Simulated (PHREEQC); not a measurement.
Acid rinse or clean: speciation

A solution holds 1 mol/kgw HBr and 0.053 mol/kgw ZnSO4, at 69 °C. Closed to the air; pH follows from the charge balance.

Model: ion-association model, phreeqc.dat, run in PHREEQC.

Precipitation was switched off in this run.

Q: What pH, activity of water does the model give?

A: pH 0.16; activity of water 0.965.

Q: In which forms is S present?

A: HSO4- 96 %, SO4-2 3.0 %, ZnSO4 0.7 % of the S.

Ionic strength above about 0.7 mol/kgw puts this run outside the model's range. Species that the database lacks are ignored. Constants without temperature data keep their 25 °C values here.
